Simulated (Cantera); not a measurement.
**CH3Cl + F2 + H2 (fluorocarbon and chlorocarbon gases)**

Charge: 1 mol CH3Cl, 1.2 mol F2, 0.92 mol H2, at 133 Pa.

Cantera equilibrium calculation (NASA polynomials, part measured and part estimated; ideal gas, pure solids and liquids). Candidate condensed phases: C, C6H6, C7H8, C8H18; 118 gas species. Rates play no part.

From 1473 K to 1673 K the condensed part is C(graphite). The main C-bearing gas is C2H2 (acetylene) throughout.

| T (K) | log p HF | log p HCl | log p H2 | log p Cl | log p H | log p C2H2 (acetylene) | n C(graphite) |
|---|---|---|---|---|---|---|---|
| 1473 | -3.11 | -3.49 | -3.63 | -6.66 | -6.71 | -8.82 | 1.000 |
| 1498 | -3.11 | -3.49 | -3.63 | -6.53 | -6.58 | -8.69 | 1.000 |
| 1523 | -3.11 | -3.49 | -3.63 | -6.41 | -6.45 | -8.56 | 1.000 |
| 1548 | -3.11 | -3.49 | -3.63 | -6.28 | -6.33 | -8.44 | 1.000 |
| 1573 | -3.11 | -3.49 | -3.63 | -6.17 | -6.21 | -8.32 | 1.000 |
| 1598 | -3.11 | -3.49 | -3.63 | -6.05 | -6.09 | -8.20 | 1.000 |
| 1623 | -3.11 | -3.49 | -3.63 | -5.94 | -5.98 | -8.09 | 1.000 |
| 1648 | -3.11 | -3.49 | -3.63 | -5.83 | -5.87 | -7.98 | 1.000 |
| 1673 | -3.11 | -3.49 | -3.63 | -5.73 | -5.76 | -7.88 | 1.000 |
log p: log10 of the partial pressure in bar; n: condensed amount in mol.
